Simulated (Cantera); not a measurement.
Feed: 1 mol Si, 3.9 mol HBr, 19 mol N₂, equilibrated at 90.0 Torr.

Equilibrium computed with Cantera from the NASA thermochemical tables; the gas is ideal and each condensed phase is pure. Candidate condensed phases: Br₂, Si, Si₃N₄; 28 gas species. N₂ is the only nitrogen source here; it is nearly inert below about 1500 K, so the nitride shown seldom forms there in practice. The tables' values for SiBr₃, SiBr are old estimates; treat these amounts as uncertain. Rates play no part.

x: gas mole fraction; n: condensed amount in mol.

```json
[
 {"T (K)": "1300", "x N₂": "0.833", "x HBr": "0.136", "x H₂": "0.0199", "x SiBr₂": "0.000519", "x Br": "0.000739", "x SiBr₄": "0.00925", "x SiBr₃": "0.000340", "n Si₃N₄(s)": "0.258"},
 {"T (K)": "1350", "x N₂": "0.833", "x HBr": "0.135", "x H₂": "0.0201", "x SiBr₂": "0.00127", "x Br": "0.00124", "x SiBr₄": "0.00867", "x SiBr₃": "0.000574", "n Si₃N₄(s)": "0.255"},
 {"T (K)": "1400", "x N₂": "0.832", "x HBr": "0.134", "x H₂": "0.0207", "x SiBr₂": "0.00283", "x Br": "0.00197", "x SiBr₄": "0.00772", "x SiBr₃": "0.000895", "n Si₃N₄(s)": "0.248"},
 {"T (K)": "1450", "x N₂": "0.831", "x HBr": "0.131", "x H₂": "0.0217", "x SiBr₂": "…", "x Br": "…", "x SiBr₄": "…", "x SiBr₃": "0.00126", "n Si₃N₄(s)": "0.234"},
 {"T (K)": "1500", "x N₂": "0.829", "x HBr": "0.127", "x H₂": "…", "x SiBr₂": "…", "x Br": "…", "x SiBr₄": "…", "x SiBr₃": "0.00156", "n Si₃N₄(s)": "…"},
 {"T (K)": "1550", "x N₂": "0.828", "x HBr": "0.120", "x H₂": "0.0267", "x SiBr₂": "0.0158", "x Br": "0.00557", "x SiBr₄": "0.00278", "x SiBr₃": "0.00166", "n Si₃N₄(s)": "0.181"},
 {"T (K)": "1600", "x N₂": "0.827", "x HBr": "0.110", "x H₂": "0.0309", "x SiBr₂": "0.0221", "x Br": "0.00695", "x SiBr₄": "0.00148", "x SiBr₃": "0.00154", "n Si₃N₄(s)": "0.144"},
 {"T (K)": "1650", "x N₂": "0.826", "x HBr": "0.0997", "x H₂": "0.0358", "x SiBr₂": "0.0282", "x Br": "0.00829", "x SiBr₄": "0.000718", "x SiBr₃": "0.00131", "n Si₃N₄(s)": "0.104"},
 {"T (K)": "1700", "x N₂": "0.825", "x HBr": "0.0885", "x H₂": "0.0410", "x SiBr₂": "0.0340", "x Br": "0.00957", "x SiBr₄": "0.000333", "x SiBr₃": "0.00105", "n Si₃N₄(s)": "0.0636"}
]
```

**Question.** Fill in the missing entries.

**Answer.** 
- 1500, x H₂: 0.0237
- 1500, x SiBr₂: 0.0101
- 1500, x Br: 0.00421
- 1500, x SiBr₄: 0.00452
- 1500, n Si₃N₄(s): 0.212
- 1450, x SiBr₂: 0.00568
- 1450, x Br: 0.00297
- 1450, x SiBr₄: 0.00631
